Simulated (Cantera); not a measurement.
Input: 1 mol c-C4F8, 0.49 mol Si, equilibrated at 0.0278 Torr.

These are equilibrium values from Cantera (NASA tables, ideal gas, pure condensed phases), not measurements of a reactor. Candidate condensed phases: C, Si, SiC; 23 gas species. The feed counts by its element totals alone. Gases not in the tables: C2F6 and larger saturated fluorocarbons. The numbers say what is thermodynamically allowed, not how fast it happens. All values below are at 1250 K.

Base state: CF4 0.755, SiF4 0.245, CF2 6.82e-5, F 2.42e-5 (mole fractions); condensed: C(graphite).

Problem. What changes in the equilibrium state with this change: 0.0014 mol CH4 added?

Solution. 
```csv
species,before,after
CF4,0.755,0.753
SiF4,0.245,0.244
HF,0,0.00279
CF2,6.82e-5,6.81e-5
F,2.42e-5,2.42e-5
"C(graphite), mol",2.49,2.49
```
Further candidate phases: C6H6, C7H8, C8H18.

Problem. What changes in the equilibrium state with this change: Si from 0.49 to 0.0084 mol?

Solution. 
| species | before | after |
|---|---|---|
| CF4 | 0.755 | 0.996 |
| SiF4 | 0.245 | 0.00420 |
| CF2 | 6.82e-5 | 7.83e-5 |
| CF3 | 8.52e-6 | 1.05e-5 |
| F | 2.42e-5 | 2.60e-5 |
| C(graphite), mol | 2.49 | 2.01 |

Problem. What changes in the equilibrium state with this change: c-C4F8 replaced by CF4?

Solution. 
```
species            before    after
----------------  -------  -------
CF4                 0.755    0.510
SiF4                0.245    0.490
CF2               6.82e-5  5.60e-5
F                 2.42e-5  2.20e-5
C(graphite), mol     2.49    0.490
```
